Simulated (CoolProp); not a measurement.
Vapour-liquid equilibrium of R125 (1) + dimethyl ether (2) at 290.8 K; x and y are mole fractions of (1).

Model: multi-fluid Helmholtz-energy mixture model, Lemmon 2005 and Wu 2011; pair parameters Bell 2016, in CoolProp.

```csv
x,"bubble pressure, mixture model (MPa)","bubble pressure, Raoult's law (MPa)","y, mixture model","y, Raoult's law"
0.05,0.4862,0.5074,0.070,0.111
0.15,0.5126,0.5729,0.210,0.296
0.25,0.5454,0.6385,0.347,0.442
0.35,0.5866,0.7040,0.479,0.562
0.45,0.6381,0.7695,0.602,0.661
0.55,0.7018,0.8350,0.712,0.744
0.65,0.7787,0.9005,0.806,0.816
0.75,0.8683,0.9661,0.882,0.877
0.85,0.9687,1.032,0.941,0.931
0.95,1.076,1.097,0.983,0.978
```

The largest gap from Raoult's law is -17.1 % in bubble pressure, at x = 0.45. No azeotrope shows between x = 0.05 and 0.95.

The pair parameters rest on a limited set of measurements; away from them the model extrapolates.
